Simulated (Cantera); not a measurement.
Cantera with NASA thermochemical tables; ideal gases at 1 bar, condensed phases pure. Values are per mole of reaction as written; species without (g) are pure solids or liquids, kept so even where they would boil at 1 bar.

Question: Between 1300 and 1500 K, where is each reaction favourable under standard conditions?
- H2O2(g) + SrCl2 → Cl2(g) + Sr(OH)2
- O(g) + 2 HCl(g) + SrO → H2O2(g) + SrCl2

Answer: 
- H2O2(g) + SrCl2 → Cl2(g) + Sr(OH)2: ΔG° is 16 kJ at 1300 K and 16 kJ at 1500 K; it stays positive (K < 1). ΔH° is 17 kJ and ΔS° 1 J/K at 1500 K.
- O(g) + 2 HCl(g) + SrO → H2O2(g) + SrCl2: ΔG° is -132 kJ at 1300 K and -91 kJ at 1500 K; it stays negative (K > 1). ΔH° is -394 kJ and ΔS° -202 J/K at 1500 K.
